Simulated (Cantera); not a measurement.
# Silicon carbide growth: SiCl4 + H2 + C2H4

Input: 1 mol SiCl4, 10 mol H2, 0.14 mol C2H4, held at 7.50 Torr.

Method: chemical equilibrium by Gibbs-energy minimisation in Cantera with the NASA 1993 tables (ideal gas, pure condensed phases). Candidate condensed phases: C, C6H6, C7H8, C8H18, Si, SiC; 109 gas species. The tables' values for SiCl3, SiCl are old estimates; treat these amounts as uncertain. Gases not in the tables: Si2H6 and higher silanes. Rates play no part.

```
T (K)   x H2  x HCl  x SiCl2       x H      x Cl      x Si   x SiCl3    x SiCl  n SiC(s)
-----  -----  -----  -------  --------  --------  --------  --------  --------  --------
1448   0.739  0.202   0.0527   7.92e-5   1.76e-5   9.09e-8   0.00436   2.46e-6     0.280
1548   0.735  0.206   0.0558  0.000264   5.89e-5   9.27e-7   0.00247   1.09e-5     0.280
1648   0.734  0.207   0.0570  0.000763  0.000169   7.10e-6   0.00145   3.97e-5     0.280
1748   0.732  0.207   0.0575   0.00195  0.000427   4.28e-5  0.000889  0.000123     0.280
1848   0.729  0.207   0.0573   0.00453  0.000978  0.000211  0.000571  0.000336     0.280
1948   0.723  0.207   0.0561   0.00961   0.00207  0.000860  0.000379  0.000806     0.280
2048   0.710  0.209   0.0527    0.0189   0.00411   0.00286  0.000254   0.00168     0.278
2148   0.687  0.213   0.0457    0.0346   0.00784   0.00748  0.000166   0.00294     0.272
```
x: gas mole fraction; n: condensed amount in mol.

From 1448 K to 2148 K the condensed part is SiC(s). The main Si-bearing gas is SiCl2 throughout.
